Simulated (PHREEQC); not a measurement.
Solution (40 °C): 0.23 mol/kgw HCl and 0.0056 mol/kgw MnSO4. Closed to the air; pH follows from the charge balance.

Computed with PHREEQC (ion-association model, wateq4f.dat).

This is a speciation only: nothing precipitates in the calculation.

Estimate the pH, activity of water.

pH 0.75; activity of water 0.992.

In which forms is Mn present?

Mn+2 77 %, MnCl+ 21 %, MnCl2 1.0 %, MnSO4 0.8 % of the Mn.

Complexes and solids missing from the database can't appear. Away from 25 °C the constants follow the database's enthalpies or fits; those with neither stay at their 25 °C values.
